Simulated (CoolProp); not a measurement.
Vapour-liquid equilibrium of propane (1) + isopentane (2) at 240.4 K; x and y are mole fractions of (1).

Values from CoolProp's multi-fluid Helmholtz-energy mixture model, Lemmon 2009 and Lemmon 2006; pair parameters Kunz 2012.

```tsv
x	bubble pressure (MPa)	y at the bubble point	dew pressure at overall composition x (MPa)	liquid density (mol/L)
0.05	0.01687	0.621	0.007006	9.407
0.125	0.03036	0.803	0.007590	9.597
0.2	0.04230	0.868	0.008280	9.810
0.275	0.05325	0.903	0.009107	10.05
0.35	0.06356	0.925	0.01012	10.31
0.425	0.07350	0.941	0.01138	10.58
0.5	0.08326	0.953	0.01300	10.88
0.575	0.09295	0.963	0.01515	11.19
0.65	0.1027	0.971	0.01815	11.51
0.725	0.1125	0.979	0.02263	11.83
0.8	0.1224	0.985	0.02999	12.15
0.875	0.1326	0.991	0.04418	12.46
0.95	0.1431	0.997	0.08059	12.75
```

No azeotrope shows between x = 0.05 and 0.95.

The pair parameters rest on a limited set of measurements; away from them the model extrapolates.
